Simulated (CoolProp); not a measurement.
Properties of vinyl chloride along the isobar 0.101 MPa.

Values from CoolProp's reference Helmholtz-energy equation of state, Thol 2022.

```json
[
 {"T (K)": "336.5", "phase": "gas", "Z": "0.9876", "cp (kJ/(kg K))": "0.9421", "speed of sound (m/s)": "226.5", "expansivity (1/kK)": "3.090", "fugacity coefficient": "0.9878"},
 {"T (K)": "346.9", "phase": "gas", "Z": "0.9888", "cp (kJ/(kg K))": "0.9598", "speed of sound (m/s)": "229.8", "expansivity (1/kK)": "2.987", "fugacity coefficient": "0.9889"},
 {"T (K)": "357.3", "phase": "gas", "Z": "0.9898", "cp (kJ/(kg K))": "0.9774", "speed of sound (m/s)": "233.0", "expansivity (1/kK)": "2.891", "fugacity coefficient": "0.9899"},
 {"T (K)": "367.7", "phase": "gas", "Z": "0.9907", "cp (kJ/(kg K))": "0.9948", "speed of sound (m/s)": "236.2", "expansivity (1/kK)": "2.801", "fugacity coefficient": "0.9908"},
 {"T (K)": "378.1", "phase": "gas", "Z": "0.9915", "cp (kJ/(kg K))": "1.012", "speed of sound (m/s)": "239.3", "expansivity (1/kK)": "2.717", "fugacity coefficient": "0.9915"},
 {"T (K)": "388.5", "phase": "gas", "Z": "0.9922", "cp (kJ/(kg K))": "1.029", "speed of sound (m/s)": "242.3", "expansivity (1/kK)": "2.639", "fugacity coefficient": "0.9922"},
 {"T (K)": "398.8", "phase": "gas", "Z": "0.9928", "cp (kJ/(kg K))": "1.046", "speed of sound (m/s)": "245.3", "expansivity (1/kK)": "2.566", "fugacity coefficient": "0.9929"},
 {"T (K)": "409.2", "phase": "gas", "Z": "0.9934", "cp (kJ/(kg K))": "1.062", "speed of sound (m/s)": "248.3", "expansivity (1/kK)": "2.496", "fugacity coefficient": "0.9934"},
 {"T (K)": "419.6", "phase": "gas", "Z": "0.9939", "cp (kJ/(kg K))": "1.078", "speed of sound (m/s)": "251.3", "expansivity (1/kK)": "2.431", "fugacity coefficient": "0.9939"},
 {"T (K)": "430", "phase": "gas", "Z": "0.9944", "cp (kJ/(kg K))": "1.094", "speed of sound (m/s)": "254.2", "expansivity (1/kK)": "2.369", "fugacity coefficient": "0.9944"}
]
```
